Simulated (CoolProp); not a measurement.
n-decane along the isobar 0.555 MPa: density (kg/m³) from the reference equation and from simpler models built on Tc = 617.7 K, pc = 2.101 MPa, ω = 0.488; each cubic takes its own stable root.

Values from CoolProp's reference Helmholtz-energy equation of state, Lemmon 2006. It is a short technical equation, of lower accuracy than the large ones.

| T (K) | phase | reference |
|---|---|---|
| 452.6 | liquid | 600.1 |
| 466.1 | liquid | 587.2 |
| 479.7 | liquid | 573.8 |
| 493.2 | liquid | 559.6 |
| 506.7 | liquid | 544.6 |
| 520.2 | liquid | 528.4 |
| 533.7 | gas | 22.25 |
| 547.2 | gas | 21.08 |
| 560.8 | gas | 20.09 |
| 574.3 | gas | 19.24 |
| 587.8 | gas | 18.49 |

Problem. How far does each simpler model (van der Waals, Redlich-Kwong, Soave-Redlich-Kwong, Peng-Robinson) lie from the reference over these 11 states: mean and median of the absolute difference, and the worst?

Solution. 
- van der Waals: mean 50.4 %, median 46.2 %, worst -96.0 % at 520.2 K and 0.555 MPa
- Redlich-Kwong: mean 27.3 %, median 22.3 %, worst -95.8 % at 520.2 K and 0.555 MPa
- Soave-Redlich-Kwong: mean 9.9 %, median 15.9 %, worst -17.9 % at 520.2 K and 0.555 MPa
- Peng-Robinson: mean 3.3 %, median 4.8 %, worst -6.9 % at 520.2 K and 0.555 MPa

At some of these states van der Waals, Redlich-Kwong gives the other phase, because its saturation line lies elsewhere.
